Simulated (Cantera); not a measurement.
Charge: 1 mol CuO, 19 mol CO, 0.61 mol H2, 0.47 mol C, equilibrated at 2200 Pa.

Equilibrium computed with Cantera from the NASA thermochemical tables; the gas is ideal and each condensed phase is pure. Candidate condensed phases: C, C6H6, C7H8, C8H18, Cu, CuO, Cu(OH)2, Cu2O, H2O; 113 gas species. The numbers say what is thermodynamically allowed, not how fast it happens.

Task: At 2475 K, list the 4 most abundant gas species with their mole fractions, and the condensed phases.

Result: CO 0.893, Cu 0.0469, CO2 0.0214, H 0.0194. Condensed: gas only.
